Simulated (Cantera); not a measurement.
Source: NASA polynomial tables (part measured, part estimated), evaluated in Cantera. Values are per mole of reaction as written; species without (g) are pure solids or liquids, kept so even where they would boil at 1 bar.

Between 575 and 1575 K, where is each reaction favourable under standard conditions?
- 2 NH₃(g) = 3 H₂(g) + 2 N(g)
- NH₃(g) = 3 H(g) + N(g)
- 2 NH₃(g) = 6 H(g) + N₂(g)


- 2 NH₃(g) = 3 H₂(g) + 2 N(g): ΔG° is 852 kJ at 575 K and 490 kJ at 1575 K; it stays positive (K < 1). ΔH° is 1070 kJ and ΔS° 369 J/K at 1575 K.
- NH₃(g) = 3 H(g) + N(g): ΔG° is 993 kJ at 575 K and 641 kJ at 1575 K; it stays positive (K < 1). ΔH° is 1211 kJ and ΔS° 361 J/K at 1575 K.
- 2 NH₃(g) = 6 H(g) + N₂(g): ΔG° is 1108 kJ at 575 K and 533 kJ at 1575 K; it stays positive (K < 1). ΔH° is 1464 kJ and ΔS° 591 J/K at 1575 K.
